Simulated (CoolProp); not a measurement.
Vapour-liquid equilibrium of propylene (1) + isobutane (2) at 0.0531 MPa; x and y are mole fractions of (1).

The numbers come from the multi-fluid Helmholtz-energy mixture model, Lemmon 2013 and Bücker 2006; pair parameters Bell 2016 in CoolProp.

| x | bubble temperature (K) | y at the bubble point | dew temperature at overall composition x (K) | liquid density (mol/L) |
|---|---|---|---|---|
| 0.05 | 241.2 | ___ | 245.0 | 10.72 |
| 0.2 | ___ | 0.522 | 241.9 | ___ |
| 0.35 | 229.8 | ___ | 238.4 | 11.86 |
| 0.5 | 225.9 | 0.789 | ___ | 12.48 |
| 0.65 | 221.7 | 0.892 | 230.4 | 13.16 |
| 0.8 | 217.2 | 0.962 | ___ | 13.89 |
| 0.95 | 213.3 | 0.995 | 218.2 | 14.64 |

Task: Complete the blanks.

Result: 
- 0.05, y at the bubble point: 0.231
- 0.2, bubble temperature (K): 234.0
- 0.2, liquid density (mol/L): 11.29
- 0.35, y at the bubble point: 0.669
- 0.5, dew temperature at overall composition x (K): 234.6
- 0.8, dew temperature at overall composition x (K): 225.5

No azeotrope shows between x = 0.05 and 0.95.

Pair parameters are fitted to limited data, so mixtures are less certain than the pure fluids. The gap from Raoult's law changes sign with composition, which may be real or a fault of the pair parameters; it wasn't checked against measurements.
